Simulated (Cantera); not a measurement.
A closed system holds: 1 mol BN, 4.4 mol NF₃, equilibrated at 1475 K and 7.50 Torr.

Cantera equilibrium calculation (NASA polynomials, part measured and part estimated; ideal gas, pure solids and liquids). Candidate condensed phases: B, BN; 13 gas species. Equilibrium is a limit: real reactors are often held back by kinetics, nucleation or transport.

Base state: F 0.733, N₂ 0.194, BF₃ 0.0720, F₂ 0.000906 (mole fractions); condensed: gas only.

What changes in the equilibrium state with this change: pressure from 7.50 Torr to 548 Torr?


```
species    before    after
-------  --------  -------
F           0.733    0.665
N₂          0.194    0.205
BF₃        0.0720   0.0759
F₂       0.000906   0.0545
NF₃         <1e-9  1.24e-5
```
